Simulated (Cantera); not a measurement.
Feed: 1 mol HMDSO, 0.27 mol NO, held at 277 °C and 0.500 bar.

These are equilibrium values from Cantera (NASA tables, ideal gas, pure condensed phases), not measurements of a reactor. Candidate condensed phases: C, C6H6, C7H8, C8H18, H2O, Si, SiC, SiO2, Si2N2O, Si3N4; 151 gas species. The feed counts by its element totals alone. The numbers say what is thermodynamically allowed, not how fast it happens.

Base state: CH4 0.934, H2 0.0664 (mole fractions); condensed: C(graphite) + SiC(s) + SiO2(α-quartz) + Si2N2O(s).

Q: What changes in the equilibrium state with this change: pressure from 0.500 bar to 56.0 mbar?

A: 
| species | before | after |
|---|---|---|
| CH4 | 0.934 | 0.815 |
| H2 | 0.0664 | 0.185 |
| C(graphite), mol | 0.492 | 0.797 |
| SiC(s), mol | 1.16 | 1.16 |
| SiO2(α-quartz), mol | 0.568 | 0.568 |
| Si2N2O(s), mol | 0.135 | 0.135 |

Q: What changes in the equilibrium state with this change: NO from 0.27 to 4.4 mol?

A: 
```csv
species,before,after
CH4,0.934,0.484
N2,<1e-9,0.290
H2O,<1e-9,0.172
H2,0.0664,0.0478
CO2,<1e-9,0.00633
NH3,<1e-9,0.000297
CO,<1e-9,3.05e-5
"C(graphite), mol",0.492,2.29
"SiC(s), mol",1.16,0
"SiO2(α-quartz), mol",0.568,2.00
"Si2N2O(s), mol",0.135,0
```
